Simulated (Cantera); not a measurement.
**Roasting and sulfation: MgO + SO3 + N2**

A closed system holds: 1 mol MgO, 0.12 mol SO3, a varied amount of N2, equilibrated at 1750 K and 0.0100 bar.

These are equilibrium values from Cantera (NASA tables, ideal gas, pure condensed phases), not measurements of a reactor. Candidate condensed phases: Mg, MgO, MgS, MgSO4, S; 22 gas species. Rates play no part.

```json
[
 {"n(N2) (mol)": "4.5", "x N2": "0.961", "x SO2": "0.0256", "x O2": "0.0123", "x NO": "0.000934", "x O": "8.30e-5", "n MgO(s)": "1.00"},
 {"n(N2) (mol)": "8.1", "x N2": "0.978", "x SO2": "0.0145", "x O2": "0.00687", "x NO": "0.000703", "x O": "6.20e-5", "n MgO(s)": "1.000"},
 {"n(N2) (mol)": "12", "x N2": "0.985", "x SO2": "0.00983", "x O2": "0.00462", "x NO": "0.000579", "x O": "5.08e-5", "n MgO(s)": "1.000"},
 {"n(N2) (mol)": "15", "x N2": "0.988", "x SO2": "0.00789", "x O2": "0.00368", "x NO": "0.000517", "x O": "4.54e-5", "n MgO(s)": "1.000"},
 {"n(N2) (mol)": "19", "x N2": "0.990", "x SO2": "0.00624", "x O2": "0.00289", "x NO": "0.000459", "x O": "4.02e-5", "n MgO(s)": "1.000"},
 {"n(N2) (mol)": "22", "x N2": "0.992", "x SO2": "0.00540", "x O2": "0.00248", "x NO": "0.000425", "x O": "3.73e-5", "n MgO(s)": "1.000"},
 {"n(N2) (mol)": "26", "x N2": "0.993", "x SO2": "0.00457", "x O2": "0.00209", "x NO": "0.000390", "x O": "3.42e-5", "n MgO(s)": "1.000"},
 {"n(N2) (mol)": "29", "x N2": "0.994", "x SO2": "0.00410", "x O2": "0.00186", "x NO": "0.000369", "x O": "3.23e-5", "n MgO(s)": "1.000"},
 {"n(N2) (mol)": "33", "x N2": "0.994", "x SO2": "0.00361", "x O2": "0.00163", "x NO": "0.000345", "x O": "3.02e-5", "n MgO(s)": "1.000"},
 {"n(N2) (mol)": "37", "x N2": "0.995", "x SO2": "0.00322", "x O2": "0.00144", "x NO": "0.000325", "x O": "2.84e-5", "n MgO(s)": "1.000"},
 {"n(N2) (mol)": "40", "x N2": "0.995", "x SO2": "0.00298", "x O2": "0.00133", "x NO": "0.000312", "x O": "2.73e-5", "n MgO(s)": "1.000"},
 {"n(N2) (mol)": "44", "x N2": "0.996", "x SO2": "0.00271", "x O2": "0.00120", "x NO": "0.000297", "x O": "2.59e-5", "n MgO(s)": "1.000"},
 {"n(N2) (mol)": "47", "x N2": "0.996", "x SO2": "0.00253", "x O2": "0.00112", "x NO": "0.000287", "x O": "2.50e-5", "n MgO(s)": "1.000"}
]
```
x: gas mole fraction; n: condensed amount in mol.

From 4.5 mol N2 to 47 mol N2 the condensed part is MgO(s). The main Mg-bearing gas is Mg throughout.
